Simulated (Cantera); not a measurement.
A perfectly stirred reactor is fed with CH3OH : O2 : N2 = 1 : 2.34 : 8.81 (molar parts), equivalence ratio 0.64, at 5.00 bar; it is adiabatic with a 325 K inlet, and is followed from long to short residence time, starting on the burning branch (τ in s: 0.24, 0.079, 0.026, 0.0085, 0.0028, 0.00092, 0.0003, 9.9e-05, 3.2e-05, 1.1e-05, 3.5e-06).

Cantera simulation using GRI-Mech 3.0 (53 species, 325 reactions); the numbers are that mechanism's predictions, not measurements. GRI-Mech 3.0 was tuned for natural gas; its chemistry of methanol as a main component is partial and can be far from experiment.

Predict: blow-out, bracketed by the residence times tried; x(CH3OH) at τ = 0.240 s; x(O2) at τ = 0.240 s; x(H2O) at τ = 0.240 s; x(CH4) at τ = 0.240 s; x(HCO) at τ = 0.240 s; x(CH3OH) at τ = 0.920 ms; x(O2) at τ = 0.920 ms; x(H2O) at τ = 0.920 ms; x(CH4) at τ = 0.920 ms; x(HCO) at τ = 0.920 ms.


| Property | Result |
|---|---|
| blow-out, bracketed by the residence times tried | burning at 0.300 ms, out at 99.0 µs |
| x(CH3OH) at τ = 0.240 s | 8.86e-7 |
| x(O2) at τ = 0.240 s | 0.0663 |
| x(H2O) at τ = 0.240 s | 0.158 |
| x(CH4) at τ = 0.240 s | 1.49e-8 |
| x(HCO) at τ = 0.240 s | 3.45e-9 |
| x(CH3OH) at τ = 0.920 ms | 5.73e-5 |
| x(O2) at τ = 0.920 ms | 0.0679 |
| x(H2O) at τ = 0.920 ms | 0.156 |
| x(CH4) at τ = 0.920 ms | 1.50e-7 |
| x(HCO) at τ = 0.920 ms | 9.08e-7 |
